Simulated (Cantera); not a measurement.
What does this Cantera script print?

```python
import numpy as np
import cantera as ct

gas_names = """
    B BH BH2 BH3 BN BO BO2 B2 B2O B2O2 B2O3 B3O3H3 H HBO HBO2 HNO HNO2 HNO3 HO2 H2 H2O H2O2 H3B3O6 N NH
    NH2 NH3 NH2OH NO NO2 NO3 N2 N2H2 N2H4 N2O O OH O2 O3
""".split()
cond_names = """
    B(b) B(L) BN(s) B2O3(L) B3O3H3(cr) H2O(s) H2O(L)
""".split()


def load(file, names, dense=False):
    # The tables refer to 1 bar. Condensed volumes are neglected.
    table = {s.name: s for s in ct.Species.list_from_file(file)}
    out = []
    for n in names:
        d = dict(table[n].input_data)
        d["thermo"] = dict(d["thermo"], **{"reference-pressure": 1e5})
        if dense:
            d["equation-of-state"] = {"model": "constant-volume", "density": "1e6 g/cm^3"}
        out.append(ct.Species.from_dict(d))
    return out


gas = ct.Solution(thermo="ideal-gas", species=load("nasa_gas.yaml", gas_names))
cond = {s.name: ct.Solution(thermo="fixed-stoichiometry", species=[s], name=s.name)
        for s in load("nasa_condensed.yaml", cond_names, dense=True)}
atoms = {
    'B2O3': {'B': 2, 'O': 3},
    'H2': {'H': 2},
    'N2': {'N': 2},
}
top_T = {'BN(s)': 3200}  # K; cautious upper limits of use, not melting points


def equilibrate(T, P, feed):
    n = {}
    for name, mol in feed.items():
        for a, k in atoms[name].items():
            n[a] = n.get(a, 0.0) + k * mol
    gas.TPX = T, P, n
    mass = sum(n.values()) * gas.mean_molecular_weight
    gas.equilibrate("TP")
    valid = [c for c in cond.values() if c.min_temp <= T <= top_T.get(c.name, c.max_temp)]
    mix = ct.Mixture([(gas, mass / gas.mean_molecular_weight)] + [(c, 0.0) for c in valid])
    mix.T, mix.P = T, P
    mix.equilibrate("TP", solver="vcs", rtol=1e-11, max_steps=5000)
    return mix


results = []
feed = {'B2O3': 1, 'H2': 48, 'N2': 76}  # mol
P = 133.322  # Pa
for T in [1773, 1823, 1873, 1923, 1973, 2023, 2073, 2123, 2173, 2223]:
    mix = equilibrate(T, P, feed)
    results.append((T, P, feed, dict(zip(mix.species_names, mix.species_moles))))

top = {s: max(r[3][s] / sum(r[3][g] for g in gas_names) for r in results) for s in gas_names}
cols = sorted((s for s in top if top[s] > 1e-06), key=lambda s: -top[s])[:8]
seen = [c for c in cond_names if any(r[3].get(c, 0) > 1e-12 for r in results)]
print("log10 of partial pressures in bar; condensed amounts in mol")
print(f"{'T/K':>10s}" + "".join(f"{s[:9]:>10s}" for s in cols + seen))
for T, P, feed, n in results:
    ng = sum(n[g] for g in gas_names)
    print(f"{T:10.4g}" + "".join(f"{np.log10(max(n[s] / ng * P / 1e5, 1e-99)):10.3f}" for s in cols)
          + "".join(f"{n.get(c, 0):10.4g}" for c in seen))
```

It prints:

```
log10 of partial pressures in bar; condensed amounts in mol
       T/K        N2        H2         H        BO      HBO2       HBO       H2O      B2O3
      1773    -3.092    -3.302    -5.197    -5.804    -5.173    -5.173    -5.943    -5.558
      1823    -3.093    -3.304    -5.015    -5.647    -5.172    -5.176    -5.848    -5.609
      1873    -3.094    -3.307    -4.844    -5.506    -5.175    -5.186    -5.756    -5.669
      1923    -3.095    -3.311    -4.682    -5.380    -5.184    -5.205    -5.667    -5.737
      1973    -3.097    -3.317    -4.529    -5.270    -5.199    -5.232    -5.581    -5.817
      2023    -3.099    -3.325    -4.384    -5.174    -5.223    -5.267    -5.501    -5.909
      2073    -3.102    -3.335    -4.248    -5.092    -5.255    -5.311    -5.428    -6.015
      2123    -3.105    -3.348    -4.119    -5.022    -5.299    -5.364    -5.364    -6.135
      2173    -3.110    -3.365    -3.999    -4.964    -5.354    -5.424    -5.310    -6.269
      2223    -3.115    -3.387    -3.887    -4.917    -5.421    -5.493    -5.268    -6.417
```

Equilibrium computed with Cantera from the NASA thermochemical tables; the gas is ideal and each condensed phase is pure.
